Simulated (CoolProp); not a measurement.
CH3F (R41) along the isobar 22.8 MPa: fugacity coefficient from the reference equation and from simpler models built on Tc = 44.1 °C, pc = 5.906 MPa, ω = 0.200; each cubic takes its own stable root.

Model: reference Helmholtz-energy equation of state, Lemmon 2006, in CoolProp. It is a short technical equation, of lower accuracy than the large ones.

| T (°C) | phase | reference |
|---|---|---|
| -102.35 | liquid | 0.001686 |
| -76.95 | liquid | 0.007808 |
| -51.55 | liquid | 0.02393 |
| -26.15 | liquid | 0.05551 |
| -0.65 | liquid | 0.1060 |
| 24.75 | liquid | 0.1745 |
| 50.15 | supercritical | 0.2577 |
| 75.55 | supercritical | 0.3492 |
| 101.05 | supercritical | 0.4421 |
| 126.45 | supercritical | 0.5290 |
| 151.85 | supercritical | 0.6058 |

**Question.** How far does each simpler model (van der Waals, Redlich-Kwong, Soave-Redlich-Kwong, Peng-Robinson) lie from the reference over these 11 states: mean and median of the absolute difference, and the worst?

**Answer.** 
- van der Waals: mean 298.5 %, median 61.0 %, worst +1817.6 % at -102.35 °C and 22.8 MPa
- Redlich-Kwong: mean 34.4 %, median 25.3 %, worst +89.9 % at -102.35 °C and 22.8 MPa
- Soave-Redlich-Kwong: mean 16.2 %, median 16.6 %, worst +19.8 % at 24.75 °C and 22.8 MPa
- Peng-Robinson: mean 7.8 %, median 7.9 %, worst +10.0 % at 24.75 °C and 22.8 MPa
